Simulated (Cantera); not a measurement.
Feed: 1 mol C3H6, 0.78 mol H2, 0.034 mol O2, held at 190 Pa.

These are equilibrium values from Cantera (NASA tables, ideal gas, pure condensed phases), not measurements of a reactor. Candidate condensed phases: C, C6H6, C7H8, C8H18, H2O; 110 gas species. Equilibrium is a limit: real reactors are often held back by kinetics, nucleation or transport. All values below are at 2773 K.

Base state: H 0.764, H2 0.201, C3 0.0119, CO 0.0106, C2H2 (acetylene) 0.00611, C2H 0.00281, C 0.00257, C2 0.00115 (mole fractions); condensed: C(graphite).

Problem. What changes in the equilibrium state with this change: pressure from 190 Pa to 5300000 Pa?

Solution. 
| species | before | after |
|---|---|---|
| H2 | 0.201 | 0.937 |
| C2H2 (acetylene) | 0.00611 | 0.0285 |
| CO | 0.0106 | 0.0177 |
| H | 0.764 | 0.00989 |
| C3 | 0.0119 | 4.26e-7 |
| CH4 | 7.76e-9 | 0.00472 |
| C2H4 | <1e-9 | 0.000432 |
| C3H4 (propyne) | <1e-9 | 4.05e-5 |
| C(graphite), mol | 2.55 | 2.68 |
The ideal-gas law is rough above about 30 bar.

Problem. What changes in the equilibrium state with this change: 0.064 mol H2S added?

Solution. 
```tsv
species	before	after
H	0.764	0.758
H2	0.201	0.197
C3	0.0119	0.0119
CS	0	0.00937
CO	0.0106	0.0103
S	0	0.000339
SH	0	1.30e-5
C2H2 (vinylidene)	1.09e-5	1.07e-5
C2H2 (acetylene)	0.00611	0.00601
C4H2	7.74e-5	7.62e-5
C(graphite), mol	2.55	2.48
```
Further candidate phases: H2SO4, S.
